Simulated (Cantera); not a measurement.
# Dilute partial oxidation

A perfectly stirred reactor is fed with 0.156 % CH4, 0.171 % O2, 99.7 % N2, at 6.10 bar; it is held at 1500 K, and followed from long to short residence time.

Computed with Cantera and GRI-Mech 3.0 (53 species, 325 reactions).

```tsv
τ (s)	x CH4	x O2	x H2	x H2O2	x N2O
8.6	0.000236	2.08e-5	0.000783	1.57e-12	2.65e-10
1.7	0.000310	7.65e-5	0.000619	5.90e-12	1.15e-9
0.34	0.000374	0.000218	0.000560	2.05e-11	4.27e-9
0.067	0.000509	0.000544	0.000555	6.44e-11	1.15e-8
0.013	0.00107	0.00138	0.000299	8.66e-11	9.69e-9
0.0027	0.00153	0.00170	1.29e-5	1.62e-11	7.53e-10
0.00053	0.00156	0.00171	9.40e-7	7.76e-12	7.37e-11
```
x: mole fraction; the columns are a selection and need not sum to one.
